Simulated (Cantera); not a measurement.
**Hydrocarbon pyrolysis for carbon deposition**

A perfectly stirred reactor is fed with CH₄ : H₂ = 1 : 1.2 (molar parts), at 1.50 Torr; it is held at 1775 K, and followed from long to short residence time.

Detailed kinetics in Cantera: GRI-Mech 3.0 (53 species, 325 reactions). GRI-Mech 3.0 stops at C3 and has no aromatics, soot or wall deposition, so with more carbon than oxygen in the feed, carbon stays in small species such as C2H2 where larger ones or solid carbon would form. Radical loss at walls, strong at low pressure, is not modelled.

```tsv
τ (s)	x CH₄	x H₂	x CH₃	x H	x C₂H
0.31	0.199	0.708	0.00624	0.00114	1.03e-6
0.080	0.345	0.611	0.00761	0.000705	2.53e-7
0.021	0.447	0.548	0.00290	0.000183	1.17e-9
0.0055	0.454	0.546	0.000726	4.53e-5	1.07e-12
0.0015	0.454	0.545	0.000196	1.35e-5	<1e-12
0.00038	0.454	0.545	4.86e-5	4.57e-6	<1e-12
0.00010	0.455	0.545	1.19e-5	2.12e-6	<1e-12
```
x: mole fraction; the columns are a selection and need not sum to one.
